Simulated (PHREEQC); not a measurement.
Make-up at 5 °C: 0.0013 mol/kgw NaHS, 0.039 mol/kgw HCl and 0.000145 mol/kgw NiCl2. Closed to the air; pH follows from the charge balance.

Equilibrium calculation in PHREEQC: ion-association model, wateq4f.dat.

No solid was allowed to form.

### Question
Predict the pH.

### Answer
pH 1.49.

### Question
In which forms is Ni present?

### Answer
Ni+2 95 %, NiCl+ 4.6 % of the Ni.

Species that the database lacks are ignored. Constants without temperature data keep their 25 °C values here. The polysulfide entries of wateq4f.dat were taken out for this run.
